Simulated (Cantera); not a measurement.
A Cantera script and what it prints.

```python
import numpy as np
import cantera as ct

gas_names = """
    Br Br2 H HBr H2 Si SiBr SiBr2 SiBr3 SiBr4 SiH SiHBr3 SiH2 SiH2Br2 SiH3 SiH3Br SiH4 Si2 Si3
""".split()
cond_names = """
    Br2(cr) Br2(L) Si(cr) Si(L)
""".split()


# ... load() reads the species with a 1 bar reference pressure and builds the phases ...
atoms = {
    'Si': {'Si': 1},
    'HBr': {'H': 1, 'Br': 1},
}
top_T = {}  # K; cautious upper limits of use, not melting points


# ... equilibrate(T, P, feed) seeds the gas with the atoms and calls Mixture.equilibrate('TP', solver="vcs", rtol=1e-11, max_steps=5000) ...
results = []
feed = {'Si': 1, 'HBr': 6.5}  # mol
T = 548  # K
P = 1000  # Pa
mix = equilibrate(T, P, feed)
results.append((T, P, feed, dict(zip(mix.species_names, mix.species_moles))))
print(gas.report(threshold=1e-06))
for i in range(1, mix.n_phases):
    print(f"{mix.phase(i).name:16s} {mix.phase_moles(i):12.5e} mol")
```

Result:

```
       temperature   548 K
          pressure   1000 Pa
           density   0.022108 kg/m^3
  mean mol. weight   100.73 kg/kmol
   phase of matter   gas

                          1 kg             1 kmol
                     ---------------   ---------------
          enthalpy       -8.0922e+05       -8.1512e+07  J
   internal energy       -8.5445e+05       -8.6069e+07  J
           entropy            2774.6        2.7948e+05  J/K
    Gibbs function       -2.3297e+06       -2.3467e+08  J
 heat capacity c_p            427.69             43081  J/K
 heat capacity c_v            345.15             34767  J/K

                      mass frac. Y      mole frac. X     chem. pot. / RT
                     ---------------   ---------------   ---------------
               HBr           0.36512           0.45455           -37.827
                H2         0.0072778           0.36364           -21.869
             SiBr4            0.6276           0.18182           -144.96
     [  +16 minor]        1.3614e-06        5.1015e-07

Br2(L)            0.00000e+00 mol
Si(cr)            0.00000e+00 mol
```

Method: chemical equilibrium by Gibbs-energy minimisation in Cantera with the NASA 1993 tables (ideal gas, pure condensed phases).
